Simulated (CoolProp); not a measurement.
Vapour-liquid equilibrium of cis-2-butene (1) + acetone (2) at 333.1 K; x and y are mole fractions of (1).

Values from CoolProp's multi-fluid Helmholtz-energy mixture model, Lemmon 2005 and Lemmon 2006; pair parameters Bell 2016.

```json
[
 {"x": "0.05", "bubble pressure, mixture model (kPa)": "170.9", "bubble pressure, Raoult's law (kPa)": "138.6", "y, mixture model": "0.342", "y, Raoult's law": "0.209"},
 {"x": "0.125", "bubble pressure, mixture model (kPa)": "244.2", "bubble pressure, Raoult's law (kPa)": "173.3", "y, mixture model": "0.562", "y, Raoult's law": "0.417"},
 {"x": "0.2", "bubble pressure, mixture model (kPa)": "305.3", "bubble pressure, Raoult's law (kPa)": "208.0", "y, mixture model": "0.667", "y, Raoult's law": "0.556"},
 {"x": "0.275", "bubble pressure, mixture model (kPa)": "354.9", "bubble pressure, Raoult's law (kPa)": "242.8", "y, mixture model": "0.728", "y, Raoult's law": "0.655"},
 {"x": "0.35", "bubble pressure, mixture model (kPa)": "394.6", "bubble pressure, Raoult's law (kPa)": "277.5", "y, mixture model": "0.769", "y, Raoult's law": "0.729"},
 {"x": "0.425", "bubble pressure, mixture model (kPa)": "426.4", "bubble pressure, Raoult's law (kPa)": "312.2", "y, mixture model": "0.798", "y, Raoult's law": "0.787"},
 {"x": "0.5", "bubble pressure, mixture model (kPa)": "452.5", "bubble pressure, Raoult's law (kPa)": "346.9", "y, mixture model": "0.821", "y, Raoult's law": "0.834"},
 {"x": "0.575", "bubble pressure, mixture model (kPa)": "474.7", "bubble pressure, Raoult's law (kPa)": "381.6", "y, mixture model": "0.841", "y, Raoult's law": "0.871"},
 {"x": "0.65", "bubble pressure, mixture model (kPa)": "494.6", "bubble pressure, Raoult's law (kPa)": "416.3", "y, mixture model": "0.860", "y, Raoult's law": "0.903"},
 {"x": "0.725", "bubble pressure, mixture model (kPa)": "513.3", "bubble pressure, Raoult's law (kPa)": "451.0", "y, mixture model": "0.880", "y, Raoult's law": "0.930"},
 {"x": "0.8", "bubble pressure, mixture model (kPa)": "531.7", "bubble pressure, Raoult's law (kPa)": "485.7", "y, mixture model": "0.903", "y, Raoult's law": "0.952"},
 {"x": "0.875", "bubble pressure, mixture model (kPa)": "550.0", "bubble pressure, Raoult's law (kPa)": "520.4", "y, mixture model": "0.931", "y, Raoult's law": "0.972"},
 {"x": "0.95", "bubble pressure, mixture model (kPa)": "567.6", "bubble pressure, Raoult's law (kPa)": "555.2", "y, mixture model": "0.968", "y, Raoult's law": "0.990"}
]
```

The largest gap from Raoult's law is +46.8 % in bubble pressure, at x = 0.2. No azeotrope shows between x = 0.05 and 0.95.

The pair parameters rest on a limited set of measurements; away from them the model extrapolates.
